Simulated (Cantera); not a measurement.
A closed system holds: 1 mol SiC, 0.018 mol C, 0.23 mol H2, at 2625 K and 1.10 Pa.

Equilibrium computed with Cantera from the NASA thermochemical tables; the gas is ideal and each condensed phase is pure. Candidate condensed phases: C, C6H6, C7H8, C8H18, Si, SiC; 87 gas species. The numbers say what is thermodynamically allowed, not how fast it happens.

Base state: Si 0.477, H 0.259, C3 0.104, SiC2 0.0887, C 0.0554, C2 0.0138, H2 0.000410, SiC 0.000285 (mole fractions); condensed: gas only.

**Question.** What changes in the equilibrium state with this change: temperature from 2625 K to 2300 K?

**Answer.** 
```tsv
species	before	after
Si	0.477	0.604
H	0.259	0.297
SiC2	0.0887	0.0833
C3	0.104	0.00152
C	0.0554	0.000761
C2	0.0138	0.000135
H2	0.000410	0.0104
C4	7.48e-5	3.95e-7
C5	0.000266	1.76e-6
Si2C	9.46e-5	0.00243
Si2	6.88e-6	8.30e-5
C(graphite), mol	0	0.765
```
